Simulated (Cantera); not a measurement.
A Cantera script and what it prints.

```python
import numpy as np
import cantera as ct

gas_names = """
    AL ALN ALO ALO2 AL2 AL2O AL2O2 N NO NO2 NO3 N2 N2O O O2 O3
""".split()
cond_names = """
    AL(cr) AL(L) ALN(s) AL2O3(a) AL2O3(L)
""".split()


# ... load() reads the species with a 1 bar reference pressure and builds the phases ...
atoms = {
    'AlN': {'AL': 1, 'N': 1},
    'O2': {'O': 2},
}
top_T = {'ALN(s)': 2750}  # K; cautious upper limits of use, not melting points


# ... equilibrate(T, P, feed) seeds the gas with the atoms and calls Mixture.equilibrate('TP', solver="vcs", rtol=1e-11, max_steps=5000) ...
results = []
T = 1700  # K
P = 1.4  # Pa
for m in [0.13, 0.15, 0.19, 0.23, 0.29, 0.35, 0.44, 0.53, 0.66, 0.81, 0.99]:
    feed = {'AlN': 1, 'O2': m}  # mol
    mix = equilibrate(T, P, feed)
    results.append((T, P, feed, dict(zip(mix.species_names, mix.species_moles))))

top = {s: max(r[3][s] / sum(r[3][g] for g in gas_names) for r in results) for s in gas_names}
cols = sorted((s for s in top if top[s] > 1e-05), key=lambda s: -top[s])[:7]
seen = [c for c in cond_names if any(r[3].get(c, 0) > 1e-12 for r in results)]
print("log10 of partial pressures in bar; condensed amounts in mol")
print(f"{'n(O2)':>10s}" + "".join(f"{s[:9]:>10s}" for s in cols + seen))
for T, P, feed, n in results:
    ng = sum(n[g] for g in gas_names)
    print(f"{feed['O2']:10.4g}" + "".join(f"{np.log10(max(n[s] / ng * P / 1e5, 1e-99)):10.3f}" for s in cols)
          + "".join(f"{n.get(c, 0):10.4g}" for c in seen))
```

Result:

```
log10 of partial pressures in bar; condensed amounts in mol
     n(O2)        N2        AL        O2      AL2O         O        NO  AL2O3(a)
      0.13    -5.254    -5.216   -21.040    -5.630   -14.869   -15.294   0.01655
      0.15    -5.246    -5.221   -21.033    -5.637   -14.866   -15.286   0.03232
      0.19    -5.228    -5.232   -21.018    -5.652   -14.858   -15.270   0.06386
      0.23    -5.210    -5.245   -21.001    -5.669   -14.850   -15.252   0.09539
      0.29    -5.181    -5.267   -20.971    -5.698   -14.835   -15.223    0.1427
      0.35    -5.150    -5.294   -20.935    -5.734   -14.817   -15.190    0.1899
      0.44    -5.100    -5.348   -20.863    -5.806   -14.781   -15.128    0.2606
      0.53    -5.042    -5.431   -20.753    -5.917   -14.726   -15.044    0.3311
      0.66    -4.942    -5.694   -20.402    -6.267   -14.551   -14.819    0.4321
      0.81    -4.904   -16.617    -5.837   -20.832    -7.268    -7.518       0.5
      0.99    -5.027   -16.982    -5.351   -21.318    -7.025    -7.336       0.5
```

These are equilibrium values from Cantera (NASA tables, ideal gas, pure condensed phases), not measurements of a reactor.
